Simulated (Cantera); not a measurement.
V + N2 (tantalum, niobium, vanadium and zirconium in process gases)

Input: 1 mol V, 2.4 mol N2, held at 1.00 Torr.

These are equilibrium values from Cantera (NASA tables, ideal gas, pure condensed phases), not measurements of a reactor. Candidate condensed phases: V, VN; 4 gas species. VN: taken at fixed stoichiometry. Condensed phases not in the tables: V2N, N, O or C dissolved in the metal. The numbers say what is thermodynamically allowed, not how fast it happens.

From 550 °C to 1550 °C the condensed part is VN(s). At 1750 °C the condensed part is V(s). From 1950 °C to 2150 °C the condensed part is V(l). At 2350 °C nothing is condensed.

```
T (°C)  log p N2  log p V  log p N  log p VN  n VN(s)  n V(s)  n V(l)
------  --------  -------  -------  --------  -------  ------  ------
550        -2.88     <-14     <-14      <-14     1.00       0       0
750        -2.88     <-14     <-14      <-14     1.00       0       0
950        -2.88     <-14     <-14      <-14     1.00       0       0
1150       -2.88   -13.14     <-14      <-14     1.00       0       0
1350       -2.88    -9.89   -13.39    -14.13     1.00       0       0
1550       -2.88    -7.36   -11.70    -11.60    1.000       0       0
1750       -2.88    -5.49   -10.34     -9.73        0   0.994       0
1950       -2.89    -4.33    -9.23     -8.58        0       0   0.913
2150       -3.02    -3.41    -8.37     -7.72        0       0  0.0194
2350       -3.03    -3.41    -7.58     -7.72        0       0       0
```
log p: log10 of the partial pressure in bar; n: condensed amount in mol.
